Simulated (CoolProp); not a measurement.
Toluene along the isobar 0.101 MPa: fugacity coefficient from the reference equation and from simpler models built on Tc = 591.7 K, pc = 4.126 MPa, ω = 0.266; each cubic takes its own stable root.

Values from CoolProp's reference Helmholtz-energy equation of state, Lemmon 2006. It is a short technical equation, of lower accuracy than the large ones.

```csv
T (K),phase,reference,van der Waals,Redlich-Kwong,Soave-Redlich-Kwong,Peng-Robinson
314,liquid,0.08102,0.9691,0.2016,0.07875,0.08323
324.3,liquid,0.1270,0.9712,0.2991,0.1239,0.1296
334.5,liquid,0.1918,0.9731,0.4282,0.1877,0.1947
344.8,liquid,0.2822,0.9748,0.5982,0.2772,0.2852
355.1,liquid,0.4037,0.9764,0.8146,0.3983,0.4068
365.4,liquid,0.5632,0.9779,0.9686,0.5580,0.5665
375.7,liquid,0.7680,0.9792,0.9708,0.7641,0.7716
386,gas,0.9620,0.9804,0.9729,0.9696,0.9684
396.3,gas,0.9654,0.9816,0.9747,0.9718,0.9706
406.6,gas,0.9684,0.9826,0.9764,0.9737,0.9725
416.8,gas,0.9710,0.9835,0.9779,0.9755,0.9743
427.1,gas,0.9733,0.9844,0.9793,0.9772,0.9760
437.4,gas,0.9754,0.9852,0.9806,0.9787,0.9775
447.7,gas,0.9773,0.9860,0.9818,0.9801,0.9789
458,gas,0.9790,0.9867,0.9829,0.9814,0.9802
```

At some of these states van der Waals, Redlich-Kwong gives the other phase, because its saturation line lies elsewhere.
